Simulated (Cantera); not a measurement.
Equilibrium for fluorocarbon and chlorocarbon gases: CCl₄ + F₂

A closed system holds: 1 mol CCl₄, 0.13 mol F₂, equilibrated at 1.00 Torr.

These are equilibrium values from Cantera (NASA tables, ideal gas, pure condensed phases), not measurements of a reactor. Candidate condensed phases: C; 27 gas species. The tables' values for CCl are old estimates; treat these amounts as uncertain. Gases not in the tables: C₂F₆ and larger saturated fluorocarbons. Kinetics and transport are ignored.

From 1602 °C to 2402 °C the condensed part is C(graphite). The main C-bearing gas is CF₂ at 1602 °C and C₃ at 2402 °C. The share of C in condensed phases is highest at 2102 °C (98.9 %) and lowest at 2402 °C (91.6 %).

```json
[
 {"T (°C)": "1602", "x Cl": "0.963", "x F": "0.0135", "x CF₂": "0.00893", "x CF₄": "0.00781", "x Cl₂": "0.00629", "n C(graphite)": "0.930"},
 {"T (°C)": "1702", "x Cl": "0.954", "x F": "0.0281", "x CF₂": "0.0121", "x CF₄": "0.00237", "x Cl₂": "0.00271", "n C(graphite)": "0.939"},
 {"T (°C)": "1802", "x Cl": "0.947", "x F": "0.0416", "x CF₂": "0.00924", "x CF₄": "0.000277", "x Cl₂": "0.00126", "n C(graphite)": "0.959"},
 {"T (°C)": "1902", "x Cl": "0.943", "x F": "0.0503", "x CF₂": "0.00518", "x CF₄": "2.02e-5", "x Cl₂": "0.000636", "n C(graphite)": "0.976"},
 {"T (°C)": "2002", "x Cl": "0.941", "x F": "0.0552", "x CF₂": "0.00259", "x CF₄": "1.33e-6", "x Cl₂": "0.000340", "n C(graphite)": "0.985"},
 {"T (°C)": "2102", "x Cl": "0.940", "x F": "0.0573", "x CF₂": "0.00125", "x CF₄": "9.23e-8", "x Cl₂": "0.000192", "n C(graphite)": "0.989"},
 {"T (°C)": "2202", "x Cl": "0.939", "x F": "0.0581", "x CF₂": "0.000610", "x CF₄": "7.23e-9", "x Cl₂": "0.000114", "n C(graphite)": "0.986"},
 {"T (°C)": "2302", "x Cl": "0.938", "x F": "0.0580", "x CF₂": "0.000306", "x CF₄": "6.54e-10", "x Cl₂": "6.99e-5", "n C(graphite)": "0.971"},
 {"T (°C)": "2402", "x Cl": "0.933", "x F": "0.0573", "x CF₂": "0.000158", "x CF₄": "6.78e-11", "x Cl₂": "4.42e-5", "n C(graphite)": "0.916"}
]
```
x: gas mole fraction; n: condensed amount in mol.
